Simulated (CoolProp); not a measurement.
A Linde-Hampson liquefier for ethane: isothermal reversible compression at 320 K from 1 atm to 10 MPa, throttling to 1 atm, return gas leaving the recuperator 5 K below the feed. Each further row changes one setting.

Computed with CoolProp (reference Helmholtz-energy equation of state, Bücker 2006).

```json
[
 {"case": "as stated", "liquid yield per pass": "0.426", "compression work (kJ/kg of gas)": "338"},
 {"case": "high pressure 20 MPa", "liquid yield per pass": "0.458", "compression work (kJ/kg of gas)": "366"},
 {"case": "warm-end temperature 350 K", "liquid yield per pass": "0.279", "compression work (kJ/kg of gas)": "395"},
 {"case": "warm-end gap 10 K", "liquid yield per pass": "0.418", "compression work (kJ/kg of gas)": "338"}
]
```
